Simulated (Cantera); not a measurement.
# Thermodynamics of hydrogen reduction and annealing atmospheres, feed Cr2O3 + H2 + H2O

Feed: 1 mol Cr2O3, 8.7 mol H2, 4.3 mol H2O, equilibrated at 40.0 Pa.

Method: chemical equilibrium by Gibbs-energy minimisation in Cantera with the NASA 1993 tables (ideal gas, pure condensed phases). Candidate condensed phases: Cr, Cr2O3, H2O; 13 gas species. Equilibrium is a limit: real reactors are often held back by kinetics, nucleation or transport.

From 1048 K to 2148 K the condensed part is Cr2O3(s).

| T (K) | x H2 | x H2O | x H | x Cr | x CrO | x OH | x CrO2 | x O | n Cr2O3(s) |
|---|---|---|---|---|---|---|---|---|---|
| 1048 | 0.669 | 0.331 | 3.16e-7 | <1e-12 | <1e-12 | 4.92e-10 | <1e-12 | <1e-12 | 1.00 |
| 1148 | 0.669 | 0.331 | 2.93e-6 | <1e-12 | <1e-12 | 8.65e-9 | <1e-12 | <1e-12 | 1.00 |
| 1248 | 0.669 | 0.331 | 1.91e-5 | 1.64e-11 | 1.36e-12 | 9.64e-8 | <1e-12 | 2.73e-12 | 1.00 |
| 1348 | 0.669 | 0.331 | 9.46e-5 | 1.00e-9 | 1.09e-10 | 7.53e-7 | 2.77e-11 | 9.96e-11 | 1.00 |
| 1448 | 0.669 | 0.331 | 0.000377 | 3.41e-8 | 4.73e-9 | 4.44e-6 | 1.10e-9 | 2.22e-9 | 1.00 |
| 1548 | 0.668 | 0.331 | 0.00126 | 7.28e-7 | 1.24e-7 | 2.08e-5 | 2.71e-8 | 3.33e-8 | 1.000 |
| 1648 | 0.666 | 0.330 | 0.00363 | 1.06e-5 | 2.17e-6 | 8.09e-5 | 4.49e-7 | 3.60e-7 | 1.000 |
| 1748 | 0.661 | 0.329 | 0.00929 | 0.000112 | 2.71e-5 | 0.000270 | 5.35e-6 | 2.98e-6 | 0.999 |
| 1848 | 0.649 | 0.327 | 0.0214 | 0.000899 | 0.000254 | 0.000792 | 4.87e-5 | 1.99e-5 | 0.992 |
| 1948 | 0.618 | 0.327 | 0.0444 | 0.00548 | 0.00184 | 0.00213 | 0.000357 | 0.000113 | 0.948 |
| 2048 | 0.539 | 0.336 | 0.0822 | 0.0232 | 0.0103 | 0.00559 | 0.00228 | 0.000615 | 0.747 |
| 2148 | 0.383 | 0.350 | 0.129 | 0.0603 | 0.0435 | 0.0152 | 0.0137 | 0.00360 | 0.0525 |
x: gas mole fraction; n: condensed amount in mol.
